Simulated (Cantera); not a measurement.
An isothermal, constant-pressure homogeneous reactor starts with CH₄ : N₂ = 1 : 6.1 (molar parts), at 1325 K and 100000 Pa. Integrator tolerance rtol = 1e-08.

Computed with Cantera and GRI-Mech 3.0 (53 species, 325 reactions). GRI-Mech 3.0 stops at C3 and has no aromatics, soot or wall deposition, so with more carbon than oxygen in the feed, carbon stays in small species such as C2H2 where larger ones or solid carbon would form.

What does this change do: temperature 1325 to 1675 K?


| quantity | before | after |
|---|---|---|
| x(CH₄) at 3.00 s | 0.134 (gas-phase equilibrium 0.0416) | 0.00295 (gas-phase equilibrium 0.00188) |
| x(C₂H₂) at 3.00 s | 0.00217 (gas-phase equilibrium 0.0163) | 0.0598 (gas-phase equilibrium 0.0237) |
| x(HCN) at 3.00 s | <1e-12 (gas-phase equilibrium 0.0464) | 7.84e-7 (gas-phase equilibrium 0.0740) |
| x(CH₂) at 3.00 s | 2.88e-11 (gas-phase equilibrium 1.12e-11) | 4.56e-9 (gas-phase equilibrium 2.88e-9) |
| x(H₂) at 3.00 s | 0.00819 (gas-phase equilibrium 0.127) | 0.181 (gas-phase equilibrium 0.182) |
